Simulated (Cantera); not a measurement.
Charge: 1 mol PbCl2, 0.43 mol H2, 4.2 mol N2, equilibrated at 1500 K and 1.00 Torr.

Cantera equilibrium calculation (NASA polynomials, part measured and part estimated; ideal gas, pure solids and liquids). Candidate condensed phases: NH4Cl, Pb, PbCl2; 17 gas species. The tables' values for PbCl4 are old estimates; treat these amounts as uncertain. Equilibrium is a limit: real reactors are often held back by kinetics, nucleation or transport.

Base state: N2 0.691, HCl 0.141, PbCl 0.0959, PbCl2 0.0447, Pb 0.0240, Cl 0.00293, H2 0.000349, PbCl4 4.99e-5 (mole fractions); condensed: gas only.

Q: What changes in the equilibrium state with this change: temperature from 1500 K to 1625 K?

A: 
```csv
species,before,after
N2,0.691,0.682
HCl,0.141,0.139
PbCl,0.0959,0.0968
Cl,0.00293,0.0162
PbCl2,0.0447,0.0361
Pb,0.0240,0.0294
Cl2,3.35e-6,2.16e-5
H,9.01e-6,2.53e-5
H2,0.000349,0.000171
PbCl4,4.99e-5,2.78e-5
```

Q: What changes in the equilibrium state with this change: H2 from 0.43 to 0.38 mol?

A: 
```
species    before     after
-------  --------  --------
N2          0.691     0.702
HCl         0.141     0.127
PbCl       0.0959    0.0935
PbCl2      0.0447    0.0550
Pb         0.0240    0.0185
H2       0.000349  0.000177
PbCl4     4.99e-5   9.81e-5
Cl        0.00293   0.00370
```
